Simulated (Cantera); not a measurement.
Feed: 1 mol Cr2O3, 0.92 mol H2, 3 mol H2O, at 2198.15 K and 0.130 bar.

Equilibrium computed with Cantera from the NASA thermochemical tables; the gas is ideal and each condensed phase is pure. Candidate condensed phases: Cr, Cr2O3, H2O; 13 gas species. Kinetics and transport are ignored.

Base state: H2O 0.757, H2 0.231, H 0.00744, OH 0.00339, CrO2 0.000168, CrO 0.000151, O2 0.000105, O 7.58e-5 (mole fractions); condensed: Cr2O3(s).

Problem. What changes in the equilibrium state with this change: Cr2O3 replaced by Cu2O?

Solution. 
```csv
species,before,after
H2O,0.757,0.772
Cu,0,0.176
H2,0.231,0.0198
O2,0.000105,0.0149
OH,0.00339,0.0118
CrO2,0.000168,0
Cu2,0,0.00133
CuO,0,0.000694
CrO,0.000151,0
"Cr2O3(s), mol",0.999,0
"Cu(l), mol",0,1.12
```
Further candidate phases: Cu, CuO, Cu(OH)2, Cu2O.

Problem. What changes in the equilibrium state with this change: Cr2O3 replaced by ZrO2?

Solution. 
| species | before | after |
|---|---|---|
| H2O | 0.757 | 0.757 |
| H2 | 0.231 | 0.232 |
| H | 0.00744 | 0.00744 |
| CrO2 | 0.000168 | 0 |
| CrO | 0.000151 | 0 |
| Cr | 5.58e-5 | 0 |
| O2 | 0.000105 | 0.000105 |
| O | 7.58e-5 | 7.58e-5 |
| Cr2O3(s), mol | 0.999 | 0 |
| ZrO2(tetragonal), mol | 0 | 1.00 |
Further candidate phases: Zr, ZrO2.
